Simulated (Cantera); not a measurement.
# Formation from one mole of Br2

Cantera with NASA thermochemical tables; ideal gases at 1 bar, condensed phases pure. Values are per mole of reaction as written; species without (g) are pure solids or liquids, kept so even where they would boil at 1 bar.

Ca + Br2(g) = CaBr2

```csv
T (K),ΔH° (kJ),ΔS° (J/K),ΔG° (kJ),log10 K,condensed phases
498,-711.4,-151.2,-636.1,66.72,"Ca(s), CaBr2(s)"
598,-710.1,-148.8,-621.1,54.25,"Ca(s), CaBr2(s)"
698,-708.9,-146.9,-606.3,45.37,"Ca(s), CaBr2(s)"
798,-708.3,-146.3,-591.6,38.73,"Ca(s), CaBr2(s)"
898,-706.7,-144.3,-577.1,33.57,"Ca(s), CaBr2(s)"
998,-704.9,-142.5,-562.8,29.45,"Ca(s), CaBr2(s)"
1098,-672.1,-110.2,-551.1,26.21,"Ca(s), CaBr2(l)"
1198,-676.9,-114.6,-539.6,23.53,"Ca(l), CaBr2(l)"
1298,-673.1,-111.6,-528.3,21.26,"Ca(l), CaBr2(l)"
```

Mg + Br2(g) = MgBr2

```
T (K)  ΔH° (kJ)  ΔS° (J/K)  ΔG° (kJ)  log10 K  condensed phases
-----  --------  ---------  --------  -------  ----------------
498      -552.4     -153.7    -475.8    49.91   Mg(s), MgBr2(s)
598      -550.8     -150.8    -460.6    40.23   Mg(s), MgBr2(s)
698      -549.2     -148.3    -445.6    33.35   Mg(s), MgBr2(s)
798      -547.5     -146.1    -430.9    28.21   Mg(s), MgBr2(s)
898      -545.9     -144.2    -416.4    24.22   Mg(s), MgBr2(s)
998      -513.2     -111.4    -402.0    21.04   Mg(l), MgBr2(l)
1098     -509.9     -108.3    -391.0    18.60   Mg(l), MgBr2(l)
1198     -506.7     -105.5    -380.3    16.58   Mg(l), MgBr2(l)
1298     -503.4     -102.9    -369.9    14.88   Mg(l), MgBr2(l)
```

Ba + Br2(g) = BaBr2

| T (K) | ΔH° (kJ) | ΔS° (J/K) | ΔG° (kJ) | log10 K | condensed phases |
|---|---|---|---|---|---|
| 498 | -786.1 | -152.8 | -710.0 | 74.47 | Ba(s), BaBr2(s) |
| 598 | -784.8 | -150.4 | -694.9 | 60.70 | Ba(s), BaBr2(s) |
| 698 | -783.5 | -148.4 | -679.9 | 50.88 | Ba(s), BaBr2(s) |
| 798 | -782.2 | -146.6 | -665.2 | 43.54 | Ba(s), BaBr2(s) |
| 898 | -780.8 | -145.0 | -650.6 | 37.84 | Ba(s), BaBr2(s) |
| 998 | -779.4 | -143.5 | -636.2 | 33.30 | Ba(s), BaBr2(s) |
| 1098 | -785.7 | -149.8 | -621.1 | 29.55 | Ba(l), BaBr2(s) |
| 1198 | -751.3 | -119.5 | -608.2 | 26.52 | Ba(l), BaBr2(l) |
| 1298 | -748.6 | -117.3 | -596.3 | 24.00 | Ba(l), BaBr2(l) |

H2(g) + Br2(g) = 2 HBr(g)

```json
[
 {"T (K)": "498", "ΔH° (kJ)": "-105.3", "ΔS° (J/K)": "17.5", "ΔG° (kJ)": "-114.0", "log10 K": "11.95"},
 {"T (K)": "598", "ΔH° (kJ)": "-106.0", "ΔS° (J/K)": "16.1", "ΔG° (kJ)": "-115.7", "log10 K": "10.10"},
 {"T (K)": "698", "ΔH° (kJ)": "-106.6", "ΔS° (J/K)": "15.2", "ΔG° (kJ)": "-117.2", "log10 K": "8.77"},
 {"T (K)": "798", "ΔH° (kJ)": "-107.2", "ΔS° (J/K)": "14.4", "ΔG° (kJ)": "-118.7", "log10 K": "7.77"},
 {"T (K)": "898", "ΔH° (kJ)": "-107.7", "ΔS° (J/K)": "13.9", "ΔG° (kJ)": "-120.1", "log10 K": "6.99"},
 {"T (K)": "998", "ΔH° (kJ)": "-108.0", "ΔS° (J/K)": "13.5", "ΔG° (kJ)": "-121.5", "log10 K": "6.36"},
 {"T (K)": "1098", "ΔH° (kJ)": "-108.3", "ΔS° (J/K)": "13.2", "ΔG° (kJ)": "-122.8", "log10 K": "5.84"},
 {"T (K)": "1198", "ΔH° (kJ)": "-108.6", "ΔS° (J/K)": "13.0", "ΔG° (kJ)": "-124.1", "log10 K": "5.41"},
 {"T (K)": "1298", "ΔH° (kJ)": "-108.8", "ΔS° (J/K)": "12.8", "ΔG° (kJ)": "-125.4", "log10 K": "5.05"}
]
```
